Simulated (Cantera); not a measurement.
Charge: 1 mol c-C4F8, 0.011 mol HCl, 0.75 mol H2, at 3048.15 K.

Method: chemical equilibrium by Gibbs-energy minimisation in Cantera with the NASA 1993 tables (ideal gas, pure condensed phases). Candidate condensed phases: C, C6H6, C7H8, C8H18; 118 gas species. The feed counts by its element totals alone. The tables' values for C2F4 are old estimates; treat these amounts as uncertain. Gases not in the tables: C2F6 and larger saturated fluorocarbons. Rates play no part.

x: gas mole fraction; n: condensed amount in mol.

```
P (Pa)    x F     x CF2       x C     x HF       x H      x C3     x CF      x C2     x CF4     x CF3  n C(graphite)
------  -----  --------  --------  -------  --------  --------  -------  --------  --------  --------  -------------
1       0.596   5.95e-7     0.278  0.00293     0.111   0.00222  0.00266   0.00649    <1e-12    <1e-12              0
5.20    0.620   1.28e-5     0.205   0.0153     0.107    0.0238   0.0106    0.0182    <1e-12  4.90e-11              0
27      0.648  0.000178    0.0964   0.0607    0.0781    0.0670   0.0271    0.0210  2.78e-12   3.69e-9              0
140     0.642   0.00176    0.0361    0.124    0.0310    0.0950   0.0521    0.0153  7.26e-10   1.88e-7              0
720     0.639    0.0141    0.0110    0.164   0.00803    0.0718   0.0815   0.00736   1.52e-7   7.68e-6            ___
3700    0.631    0.0705   0.00215    0.196   0.00189    0.0140   0.0805   0.00143   1.96e-5  0.000196            ___
19000   0.485     0.214  0.000419    0.229  0.000559   0.00272   0.0620  0.000279  0.000931   0.00235            ___
100000  0.281     0.379   7.96e-5    0.273  0.000218  0.000517   0.0359   5.30e-5    0.0153    0.0127            ___
```

### Question
What belongs in the gaps?

### Answer

- 720, n C(graphite): 0.970
- 3700, n C(graphite): 2.48
- 19000, n C(graphite): 2.10
- 100000, n C(graphite): 1.54
